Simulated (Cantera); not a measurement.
# Oxide etching and cleaning by halides: B₂O₃ + HF + O₂

Feed: 1 mol B₂O₃, 1.4 mol HF, 1.6 mol O₂, equilibrated at 29000 Pa.

Cantera equilibrium calculation (NASA polynomials, part measured and part estimated; ideal gas, pure solids and liquids). Candidate condensed phases: B, B₂O₃, B₃O₃H₃, H₂O; 43 gas species. Gases not in the tables: H₃BO₃. Equilibrium is a limit: real reactors are often held back by kinetics, nucleation or transport.

```
T (K)   x O₂     x BOF   x H₂O    x HF    x HBO₂     x BF₃    x B₂O₃  x B₃O₃F₃  n B₂O₃(l)
-----  -----  --------  ------  ------  --------  --------  --------  --------  ---------
923    0.570   8.29e-6   0.199  0.0948   3.75e-6     0.123    <1e-12    0.0114      0.770
1023   0.567   8.88e-5   0.187   0.120   3.37e-5     0.113  3.39e-11    0.0123      0.783
1123   0.564  0.000612   0.174   0.144  0.000199     0.104   2.13e-9    0.0127      0.795
1223   0.561   0.00303   0.161   0.166  0.000856    0.0947   6.63e-8    0.0126      0.804
1323   0.555    0.0115   0.149   0.184   0.00289    0.0847   1.20e-6    0.0119      0.805
1423   0.544    0.0352   0.136   0.195   0.00807    0.0713   1.41e-5    0.0105      0.784
1523   0.521    0.0870   0.122   0.191    0.0193    0.0513  0.000119   0.00776      0.721
1623   0.485     0.169   0.110   0.164    0.0406    0.0263  0.000758   0.00407      0.588
1723   0.447     0.246  0.0981   0.117    0.0774   0.00798   0.00385   0.00125      0.384
1823   0.412     0.287  0.0806  0.0685     0.130   0.00160    0.0162  0.000253      0.119
1923   0.398     0.291  0.0720  0.0564     0.147  0.000557    0.0277   4.22e-5          0
```
x: gas mole fraction; n: condensed amount in mol.

From 923 K to 1823 K the condensed part is B₂O₃(l). At 1923 K nothing is condensed. The share of B in condensed phases is highest at 1323 K (80.5 %) and lowest at 1923 K (0.0 %).
